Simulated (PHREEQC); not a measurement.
0.097 g of hydrous ferric oxide (600 m²/g; 0.2 weak and 0.005 strong sites per Fe, Dzombak-Morel constants, diffuse double layer) in 1 kg of water with 0.1 mol/kgw of an inert sodium salt and 1e-06 mol/kgw BaCl2 and 2.3e-07 mol/kgw MgCl2, at 25 °C; the pH is set by adding NaOH or the inert anion's acid. Oxygen is held at 0.21 atm. CO2 from the air is kept out. No solid was allowed to form.

The numbers come from PHREEQC with the ion-association model, wateq4f.dat.

```csv
pH,Ba sorbed (%),Mg sorbed (%),surface charge σ (C/m²),surface potential ψ (mV)
4,0.0,0.0,0.321,147
4.5,0.0,0.0,0.272,138
5,0.0,0.0,0.215,126
5.5,0.0,0.0,0.159,111
6,0.0,0.0,…,93
6.5,0.1,0.0,0.074,74
7,0.7,…,0.045,…
7.5,4.3,1.7,0.022,29
8,22.1,12.1,0.004,6
8.5,62.6,52.4,-0.014,-18
9,…,…,-0.034,-42
9.5,98.1,98.4,-0.059,-64
10,99.6,99.7,-0.092,-84
```

What belongs in the gaps?


- 6, surface charge σ (C/m²): 0.111
- 7, Mg sorbed (%): 0.2
- 7, surface potential ψ (mV): 52
- 9, Ba sorbed (%): 90.5
- 9, Mg sorbed (%): 89.4
